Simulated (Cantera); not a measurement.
An isothermal, constant-pressure homogeneous reactor starts with 89.3 % NO, 10.7 % N2, at 1850 K and 39000 Pa.

Detailed kinetics in Cantera: GRI-Mech 3.0 (53 species, 325 reactions).

One state of this run: x NO = 0.0325; x O = 0.000204; x O2 = 0.430; x NO2 = 6.58e-5; x N2 = 0.537; x N2O = 5.39e-7. x: mole fraction; the columns are a selection and need not sum to one.

### Question
Which value of t (s) does it belong to?
(A) 4.15
(B) 0.00151
(C) 0.0792
(D) 30.0

### Answer
D, 30.0
